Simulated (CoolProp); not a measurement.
Dimethyl carbonate along the isotherm 310.4 K: density (kg/m³) from the reference equation and from simpler models built on Tc = 557.0 K, pc = 4909 kPa, ω = 0.346; each cubic takes its own stable root.

Model: reference Helmholtz-energy equation of state, Zhou 2011, in CoolProp.

```
p (kPa)   phase  reference
-------  ------  ---------
818      liquid       1048
1640     liquid       1049
2450     liquid       1049
3270     liquid       1050
4090     liquid       1051
4910     liquid       1052
5730     liquid       1053
6550     liquid       1053
7360     liquid       1054
8180     liquid       1055
9000     liquid       1056
9820     liquid       1057
10600    liquid       1057
11500    liquid       1058
12300    liquid       1059
```

### Question
How far does each simpler model (van der Waals, Soave-Redlich-Kwong) lie from the reference over these 15 states: mean and median of the absolute difference, and the worst?

### Answer
- van der Waals: mean 41.3 %, median 41.2 %, worst -42.1 % at 310.4 K and 818 kPa
- Soave-Redlich-Kwong: mean 11.1 %, median 11.1 %, worst -11.3 % at 310.4 K and 818 kPa
